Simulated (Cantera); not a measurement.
An isothermal, constant-pressure homogeneous reactor starts with CH2O : O2 : N2 = 0.03 : 0.021 : 1 (molar parts), equivalence ratio 1.4, at 925 K and 3750 Torr.

Detailed kinetics in Cantera: GRI-Mech 3.0 (53 species, 325 reactions). Below about 1000 K GRI-Mech 3.0 lacks low-temperature oxidation paths. The temperature is held fixed by assumption; the heat of reaction is taken as removed at once.

x: mole fraction; the columns are a selection and need not sum to one.

| t (s) | x CH2O | x O2 | x OH | x HCN | x CH2 | x HCO | x NO |
|---|---|---|---|---|---|---|---|
| 9.00e-5 | 0.0285 | 0.0200 | <1e-12 | <1e-12 | <1e-12 | 3.11e-10 | <1e-12 |
| 0.000201 | 0.0285 | 0.0200 | 3.77e-12 | <1e-12 | <1e-12 | 5.86e-10 | <1e-12 |
| 0.000447 | 0.0285 | 0.0200 | 1.84e-11 | <1e-12 | <1e-12 | 1.24e-9 | <1e-12 |
| 0.000995 | 0.0285 | 0.0200 | 9.60e-11 | <1e-12 | <1e-12 | 3.08e-9 | <1e-12 |
| 0.00222 | 0.0284 | 0.0199 | 5.96e-10 | <1e-12 | <1e-12 | ? | <1e-12 |
| 0.00494 | 0.0275 | 0.0191 | ? | <1e-12 | <1e-12 | ? | <1e-12 |
| 0.0110 | 0.0219 | 0.0149 | 2.76e-8 | <1e-12 | <1e-12 | 1.13e-7 | <1e-12 |
| 0.0245 | 0.00140 | 0.00431 | 4.91e-7 | <1e-12 | <1e-12 | 1.82e-7 | <1e-12 |
| 0.0546 | 3.76e-9 | 0.00424 | 8.05e-8 | <1e-12 | <1e-12 | 4.48e-10 | 4.05e-12 |
| 0.122 | 1.60e-9 | 0.00374 | 1.37e-8 | <1e-12 | <1e-12 | 1.06e-10 | 3.15e-12 |
| 0.271 | 9.10e-10 | 0.00337 | 5.83e-9 | <1e-12 | <1e-12 | 5.29e-11 | 2.81e-12 |
| 0.604 | 6.86e-10 | 0.00287 | 4.39e-9 | <1e-12 | <1e-12 | 4.68e-11 | 2.99e-12 |
| 1.35 | 6.22e-10 | 0.00204 | 3.25e-9 | <1e-12 | <1e-12 | 4.82e-11 | 3.63e-12 |
| 3.00 | 5.13e-10 | 0.00100 | 1.72e-9 | <1e-12 | <1e-12 | 5.23e-11 | 5.24e-12 |

Problem. What belongs in the gaps?

Solution. 
- 0.00222, x HCO: 9.99e-9
- 0.00494, x OH: 4.18e-9
- 0.00494, x HCO: 3.39e-8
